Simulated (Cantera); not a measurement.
Mixture: C₃H₈ : O₂ : N₂ = 1 : 3.33 : 12.5 (molar parts), equivalence ratio 1.5, at 4500 Torr, adiabatic and at constant volume. Ignition delay is the time to a rise of 400 K.

Detailed kinetics in Cantera: GRI-Mech 3.0 (53 species, 325 reactions). GRI-Mech 3.0 was tuned for natural gas; its chemistry of propane as a main component is partial and can be far from experiment.

**Question.** What does this change do: constant pressure in place of constant volume?

**Answer.** 
| quantity | before | after |
|---|---|---|
| delay at 1248 K | 0.942 ms | 1.02 ms |
| delay at 1298 K | 0.392 ms | 0.428 ms |
| delay at 1348 K | 0.176 ms | 0.193 ms |
| delay at 1398 K | 85.0 µs | 94.5 µs |
| delay at 1448 K | 44.5 µs | 49.9 µs |
| delay at 1498 K | 25.1 µs | 28.4 µs |
| delay at 1548 K | 15.2 µs | 17.3 µs |
| apparent activation energy between 1448 and 1548 K | 200 kJ/mol | 200 kJ/mol |
